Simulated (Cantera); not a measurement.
Equilibrium for metals in furnace atmospheres: Fe + CO2 + CO + NH3

Feed: 1 mol Fe, 25 mol CO2, 37 mol CO, 5 mol NH3, held at 652 °C and 98000 Pa.

Equilibrium computed with Cantera from the NASA thermochemical tables; the gas is ideal and each condensed phase is pure. Candidate condensed phases: C, C6H6, C7H8, C8H18, Fe, Fe(CO)5, FeO, Fe(OH)2, Fe(OH)3, Fe2O3, Fe3O4, H2O; 140 gas species. The tables' stoichiometric FeO is somewhat more stable than real wüstite, so its field is too wide. FeO: taken at fixed stoichiometry. The numbers say what is thermodynamically allowed, not how fast it happens.

| Property | Value |
|---|---|
| x(CO2) | 0.453 |
| x(CO) | 0.392 |
| x(H2) | 0.0729 |
| x(H2O) | 0.0416 |
| x(N2) | 0.0390 |
| x(CH4) | 0.00118 |
| x(NH3) | 3.78e-6 |
| n(C(graphite)) | 7.68 mol |
| n(FeO(s)) | 1.00 mol |
| gas amount | 64.17 mol |
| log10 activity of Fe(α) (absent) | -0.59 |
| log10 activity of Fe(OH)2(s) (absent) | -6.03 |
| log10 activity of Fe(OH)3(s) (absent) | -11.51 |
